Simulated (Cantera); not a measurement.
An isothermal, constant-pressure homogeneous reactor starts with H₂ : O₂ : N₂ = 0.088 : 1 : 4.8 (molar parts), equivalence ratio 0.044, at 1450 K and 0.00227 atm. Integrator tolerance rtol = 1e-08.

Computed with Cantera and GRI-Mech 3.0 (53 species, 325 reactions). Radical loss at walls, strong at low pressure, is not modelled.

### Question
What does this change do: temperature 1450 to 1175 K?

### Answer
```csv
quantity,before,after
x(H₂) at 20.0 s,0.000144 (gas-phase equilibrium 7.39e-7),4.00e-5 (gas-phase equilibrium 5.84e-9)
x(O₂) at 20.0 s,0.161 (gas-phase equilibrium 0.163),0.163 (gas-phase equilibrium 0.164)
x(N₂O) at 20.0 s,2.43e-9 (gas-phase equilibrium 2.62e-9),2.55e-9 (gas-phase equilibrium 5.08e-10)
x(H) at 20.0 s,0.000494 (gas-phase equilibrium 1.71e-7),0.000112 (gas-phase equilibrium 1.97e-10)
x(HO₂) at 20.0 s,3.70e-8 (gas-phase equilibrium 9.42e-9),5.93e-8 (gas-phase equilibrium 7.11e-10)
x(H₂O) at 20.0 s,0.0141 (gas-phase equilibrium 0.0150),0.0148 (gas-phase equilibrium 0.0151)
```
